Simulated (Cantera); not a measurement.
A perfectly stirred reactor is fed with N2O = 0.16 (molar parts), at 0.380 bar; it is held at 1273 K, and followed from long to short residence time.

Computed with Cantera and GRI-Mech 3.0 (53 species, 325 reactions). GRI-Mech 3.0 was tuned for natural gas; its chemistry of N2O as a main component is partial and can be far from experiment. The mechanism lacks the step 2 NO + O2 → 2 NO2, which can matter for NO2 below about 1400 K. The temperature is held fixed by assumption; the heat of reaction is taken as removed at once.

x: mole fraction; the columns are a selection and need not sum to one.

```tsv
τ (s)	x N2O	x NO	x O2	x O	x N2
13	0.0751	0.0554	0.280	2.58e-6	0.589
3.4	0.213	0.0596	0.232	3.75e-6	0.495
0.89	0.484	0.0439	0.150	4.63e-6	0.322
0.23	…	…	…	5.03e-6	…
0.061	0.929	0.00644	0.0206	5.16e-6	0.0444
0.016	0.980	0.00180	0.00571	5.19e-6	0.0123
0.0042	0.995	0.000479	0.00152	5.19e-6	0.00328
0.0011	0.999	…	…	5.15e-6	…
0.00029	1.000	3.20e-5	0.000101	5.00e-6	0.000224
```

Q: Complete the blanks.

A: 
- 0.23, x N2O: 0.777
- 0.23, x NO: 0.0198
- 0.23, x O2: 0.0643
- 0.23, x N2: 0.139
- 0.0011, x NO: 0.000125
- 0.0011, x O2: 0.000396
- 0.0011, x N2: 0.000860
